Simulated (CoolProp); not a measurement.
A single-stage vapour-compression cycle with R404A: evaporating at 283.15 K (dew point), condensing at 321.15 K (bubble point), superheat 10 K, subcooling 0 K, compressor efficiency 0.8, no pressure losses. Each further row changes one setting.

The numbers come from the reference Helmholtz-energy equation of state, Lemmon 2003 in CoolProp. It is a pseudo-pure fit of the blend.

| case | cooling COP | pressure ratio | discharge temperature (K) | refrigerating effect (kJ/kg) | volumetric capacity (kJ/m³) |
|---|---|---|---|---|---|
| as stated | 4.16 | 2.71 | 338.9 | 107 | 4170 |
| evaporating temperature 288.15 K | 5.01 | 2.34 | 337.9 | 110 | 4950 |
| condensing temperature 316.15 K | 5.08 | 2.41 | 333.1 | 116 | 4510 |
| subcooling 5 K | 4.51 | 2.71 | 338.9 | 116 | 4520 |
| superheat 20 K | 4.26 | 2.71 | 348.3 | 117 | 4310 |
| compressor efficiency 0.7 | 3.64 | 2.71 | 341.7 | 107 | 4170 |
